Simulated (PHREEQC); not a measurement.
Make-up at 25 °C: 0.013 mol KNO3 per kg of water. Closed to the air; pH follows from the charge balance.

Equilibrium calculation in PHREEQC: ion-association model, phreeqc.dat.

This is a speciation only: nothing precipitates in the calculation.

Question: What specific conductance does the model give?

Answer: specific conductance 1740 µS/cm.

Complexes and solids missing from the database can't appear.
